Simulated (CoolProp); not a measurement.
R410A along the isotherm 402 K: density (kg/m³) from the reference equation and from simpler models built on Tc = 344.5 K, pc = 4901 kPa, ω = 0.296; each cubic takes its own stable root.

Computed with CoolProp (reference Helmholtz-energy equation of state, Lemmon 2003). It is a pseudo-pure fit of the blend.

```csv
p (kPa),phase,reference
1890,gas,44.81
3770,gas,98.94
5660,supercritical,167.7
7540,supercritical,257.3
9430,supercritical,371.8
11300,supercritical,489.7
13200,supercritical,586.1
15100,supercritical,656.6
17000,supercritical,709.2
18900,supercritical,750.4
20700,supercritical,782.2
22600,supercritical,810.6
24500,supercritical,835.0
```

Question: How far does each simpler model (van der Waals, Soave-Redlich-Kwong) lie from the reference over these 13 states: mean and median of the absolute difference, and the worst?

Answer: 
- van der Waals: mean 13.8 %, median 13.5 %, worst -25.7 % at 402 K and 24500 kPa
- Soave-Redlich-Kwong: mean 12.6 %, median 16.5 %, worst -18.4 % at 402 K and 15100 kPa
